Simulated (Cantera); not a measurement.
**Equilibrium for aluminium and copper etching: Cu + F₂ + N₂**

Input: 1 mol Cu, a varied amount of F₂, 21 mol N₂, held at 1250 K and 1.33 mbar.

Equilibrium computed with Cantera from the NASA thermochemical tables; the gas is ideal and each condensed phase is pure. Candidate condensed phases: Cu, CuF₂; 11 gas species. The numbers say what is thermodynamically allowed, not how fast it happens.

| n(F₂) (mol) | x N₂ | x F | x CuF₂ | x CuF | x F₂ |
|---|---|---|---|---|---|
| 0.67 | 0.955 | 9.55e-6 | 0.0154 | 0.0300 | <1e-12 |
| 1.8 | 0.890 | 0.0678 | 0.0424 | 1.16e-5 | 1.19e-5 |
| 3 | 0.808 | 0.154 | 0.0385 | 4.64e-6 | 6.12e-5 |
| 4.1 | 0.745 | 0.220 | 0.0355 | 3.00e-6 | 0.000125 |
| 5.3 | 0.686 | 0.281 | 0.0327 | 2.16e-6 | 0.000204 |
| 6.4 | 0.640 | 0.329 | 0.0305 | 1.72e-6 | 0.000280 |
| 7.6 | 0.597 | 0.374 | 0.0284 | 1.41e-6 | 0.000363 |
x: gas mole fraction; nothing condenses.

From 0.67 mol F₂ to 7.6 mol F₂ nothing is condensed. The main Cu-bearing gas is CuF at 0.67 mol F₂ and CuF₂ at 7.6 mol F₂.
